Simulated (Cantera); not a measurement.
A closed system holds: 1 mol SiHCl₃, 10 mol NH₃, 6.3 mol N₂, held at 13300 Pa.

Cantera equilibrium calculation (NASA polynomials, part measured and part estimated; ideal gas, pure solids and liquids). Candidate condensed phases: NH₄Cl, Si, Si₃N₄; 28 gas species. Equilibrium is a limit: real reactors are often held back by kinetics, nucleation or transport.

Over these rows the condensed part is Si₃N₄(s). Partial pressures as log10 of bar:

| T (K) | 1000/T (1/K) | log p SiCl₂ | log p H₂ | log p N₂ | log p HCl |
|---|---|---|---|---|---|
| 1225 | 0.8163 | -6.07 | -1.17 | -1.29 | -1.84 |
| 1300 | 0.7692 | -5.43 | -1.17 | -1.29 | -1.84 |
| 1375 | 0.7273 | ? | -1.17 | -1.29 | -1.84 |
| 1450 | 0.6897 | -4.35 | -1.17 | -1.29 | -1.84 |
| 1525 | 0.6557 | -3.90 | -1.17 | -1.29 | -1.85 |
| 1600 | 0.6250 | -3.51 | -1.17 | -1.29 | -1.86 |

Q: Fit log p(SiCl₂) = a + b·(1000/T) to the five rows, give the apparent enthalpy, and predict the row at 1375 K.

A: Means: 1000/T = 0.7112, log p = -4.652. Sxy = -0.340825, Sxx = 0.0253829, so b = -13.43 and a = -4.652 − (-13.43)×0.7112 = 4.90.
Apparent enthalpy: −19.145 × (-13.43) = 257 kJ/mol. With the condensed phases at unit activity, 1/3 Si₃N₄(s) + 2 HCl(g) = SiCl₂(g) + H₂(g) + 2/3 N₂(g) links this pressure to the main gases: over the six rows their terms move log p by -0.04 in all, so the slope is close to that reaction's ΔH°. The five rows lie within 0.02 of the line.
Prediction at 1375 K: 4.90 + (-13.43)×0.7273 = -4.87. The computed value is -4.86, 0.01 from the line.
